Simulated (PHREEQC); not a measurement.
Synthetic water in mmol/kgw, 25 °C, pH 5.62, pe 11:

| constituent | mmol/kgw |
|---|---|
| Na | 0.188 |
| K | 0.000271 |
| Ca | 0.0843 |
| Mg | 0.0169 |
| Cl | 0.0412 |
| S(6) | 0.0345 |
| Alkalinity (meq/kgw) | 0.198 |
| Sr | 0.00387 |
| Li | 0.000174 |
| Cu(2) | 0.000383 |

Valence states are taken as typed.

Model: ion-association model, phreeqc.dat, run in PHREEQC.

Precipitation was switched off in this run.

Question: What charge-balance error does the model give?

Answer: charge-balance error 12.8 %.

Question: In which forms is S present?

Answer: SO4-2 98 %, CaSO4 1.2 % of the S.
